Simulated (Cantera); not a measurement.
# NO annealing gas

A perfectly stirred reactor is fed with NO : N₂ = 1 : 4.5 (molar parts), at 0.572 atm; it is held at 2200 K, and followed from long to short residence time.

Model: GRI-Mech 3.0 (53 species, 325 reactions), integrated in Cantera.

| τ (s) | x NO | x N₂ | x O | x N₂O | x O₂ | x NO₂ |
|---|---|---|---|---|---|---|
| 1.3 | 0.0367 | 0.890 | 0.000964 | 9.50e-7 | 0.0720 | 2.09e-5 |
| 0.33 | 0.0850 | 0.866 | 0.000800 | 3.68e-6 | 0.0479 | 3.98e-5 |
| 0.088 | 0.145 | 0.836 | 0.000528 | 1.05e-5 | 0.0181 | 4.40e-5 |
| 0.023 | 0.173 | 0.822 | 0.000327 | 1.52e-5 | 0.00423 | 3.16e-5 |
| 0.0061 | 0.180 | 0.819 | 0.000235 | 1.63e-5 | 0.000893 | 2.33e-5 |
| 0.0016 | 0.181 | 0.818 | 0.000147 | 1.54e-5 | 0.000133 | 1.47e-5 |
| 0.00042 | 0.182 | 0.818 | 5.02e-5 | 1.18e-5 | 9.49e-6 | 4.97e-6 |
| 0.00011 | 0.182 | 0.818 | 1.13e-5 | 6.06e-6 | 4.94e-7 | 9.60e-7 |
x: mole fraction; the columns are a selection and need not sum to one.
